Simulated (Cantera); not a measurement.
A Cantera script and what it prints.

```python
import numpy as np
import cantera as ct

gas_names = [...]  # 140 gases of nasa_gas.yaml made of C, Fe, H, N, O
cond_names = """
    C(gr) C6H6(L) C7H8(L) C8H18(L),n-octa Fe(a) Fe(c) Fe(d) Fe(L) FeC5O5(L) FeO(s) FeO(L) Fe(OH)2(s)
    Fe(OH)3(s) Fe2O3(s) Fe3O4(s) H2O(s) H2O(L)
""".split()


# ... load() reads the species with a 1 bar reference pressure and builds the phases ...
atoms = {
    'Fe(CO)5': {'Fe': 1, 'C': 5, 'O': 5},
    'H2': {'H': 2},
    'N2': {'N': 2},
}
top_T = {'C(gr)': 4500, 'Fe2O3(s)': 1830, 'Fe3O4(s)': 1870}  # K; cautious upper limits of use, not melting points


# ... equilibrate(T, P, feed) seeds the gas with the atoms and calls Mixture.equilibrate('TP', solver="vcs", rtol=1e-11, max_steps=5000) ...
results = []
feed = {'Fe(CO)5': 1, 'H2': 0.095, 'N2': 16}  # mol
T = 1398  # K
P = 1333.22  # Pa
mix = equilibrate(T, P, feed)
results.append((T, P, feed, dict(zip(mix.species_names, mix.species_moles))))
x = sorted(zip(gas.X, gas.species_names), reverse=True)
print(f"T = {T:g} K  P = {P:g} Pa  gas = {mix.phase_moles(0):.4g} mol")
print("   x: " + "  ".join(f"{s} {v:.3e}" for v, s in x if v > 1e-05))
print("   condensed (mol): " + ("  ".join(f"{mix.phase(i).name} {mix.phase_moles(i):.4g}"
      for i in range(1, mix.n_phases) if mix.phase_moles(i) > 1e-12) or "none"))
```

Output:

```
T = 1398 K  P = 1333.22 Pa  gas = 21.09 mol
   x: N2 7.585e-01  CO 2.370e-01  H2 4.499e-03
   condensed (mol): Fe(c) 1
```

Equilibrium computed with Cantera from the NASA thermochemical tables; the gas is ideal and each condensed phase is pure.
